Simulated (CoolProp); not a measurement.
The numbers come from the reference Helmholtz-energy equation of state, Zhou 2012 in CoolProp.

### Question
For o-xylene, give the phase and the cp (kJ/(kg K)), cv (kJ/(kg K)), viscosity (µPa s), Prandtl number at 580.3 K and 0.101 MPa.

### Answer
- 580.3 K and 0.101 MPa: gas; cp 2.19, cv 2.11, viscosity 12.5, Prandtl number 0.692

Viscosity comes from a separate model (Cao 2016). Thermal conductivity comes from a separate model (Mylona 2014).
